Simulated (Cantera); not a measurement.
Feed: 1 mol CH3OH, 8.8 mol H2, equilibrated at 1425 °C and 0.100 bar.

Cantera equilibrium calculation (NASA polynomials, part measured and part estimated; ideal gas, pure solids and liquids). Candidate condensed phases: C, C6H6, C7H8, C8H18, H2O; 110 gas species. Kinetics and transport are ignored.

Base state: H2 0.915, CO 0.0847, H 0.000437, H2O 2.08e-5, CH4 1.68e-5 (mole fractions); condensed: gas only.

Problem. What changes in the equilibrium state with this change: CH3OH replaced by C?

Solution. 
```csv
species,before,after
H2,0.915,0.999
H,0.000437,0.000457
CH4,1.68e-5,0.000110
CO,0.0847,0
H2O,2.08e-5,0
C2H2 (acetylene),2.18e-6,7.20e-5
"C(graphite), mol",0,0.998
```
